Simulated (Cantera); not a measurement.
# Adiabatic ignition

An adiabatic, constant-pressure homogeneous reactor starts with CH4 : O2 : N2 = 0.67 : 2.27 : 8.55 (molar parts), equivalence ratio 0.59, at 1250 K and 7.80 bar.

Detailed kinetics in Cantera: GRI-Mech 3.0 (53 species, 325 reactions).

```
t (s)     T (K)   x CH4    x O2     x HCO     x CH2     x NO   x CH2CO       x O
--------  -----  ------  ------  --------  --------  -------  --------  --------
3.00e-6    1250  0.0583   0.198    <1e-12    <1e-12   <1e-12    <1e-12  2.24e-11
1.04e-5    1250  0.0583   0.198    <1e-12    <1e-12   <1e-12    <1e-12  6.74e-11
3.60e-5    1250  0.0583   0.198    <1e-12    <1e-12   <1e-12    <1e-12  2.68e-10
0.000125   1250  0.0583   0.198  2.16e-12    <1e-12   <1e-12    <1e-12   1.66e-9
0.000433   1250  0.0582   0.198  6.92e-11  2.55e-12   <1e-12  1.93e-10   7.12e-9
0.00150    1255  0.0575   0.197   1.45e-9  2.38e-11   <1e-12   6.11e-8   2.88e-8
0.00520    2408  <1e-12  0.0788  2.84e-10    <1e-12  0.00234    <1e-12  0.000914
0.0180     2396  <1e-12  0.0758  2.56e-10    <1e-12  0.00853    <1e-12  0.000842
0.0624     2391  <1e-12  0.0746  2.46e-10    <1e-12   0.0109    <1e-12  0.000815
0.216      2391  <1e-12  0.0746  2.46e-10    <1e-12   0.0109    <1e-12  0.000815
0.749      2391  <1e-12  0.0746  2.46e-10    <1e-12   0.0109    <1e-12  0.000815
2.60       2391  <1e-12  0.0746  2.46e-10    <1e-12   0.0109    <1e-12  0.000815
9.00       2391  <1e-12  0.0746  2.46e-10    <1e-12   0.0109    <1e-12  0.000815
```
x: mole fraction; the columns are a selection and need not sum to one.

```
Quantity                                                               Value
---------------------------------  -----------------------------------------
time of steepest temperature rise                                    2.66 ms
temperature at 9.00 s                                                 2391 K
equilibrium temperature                                               2391 K
x(CH4) at 9.00 s                       <1e-12 (gas-phase equilibrium <1e-12)
x(O2) at 9.00 s                        0.0746 (gas-phase equilibrium 0.0746)
x(HCO) at 9.00 s                   2.46e-10 (gas-phase equilibrium 2.46e-10)
```
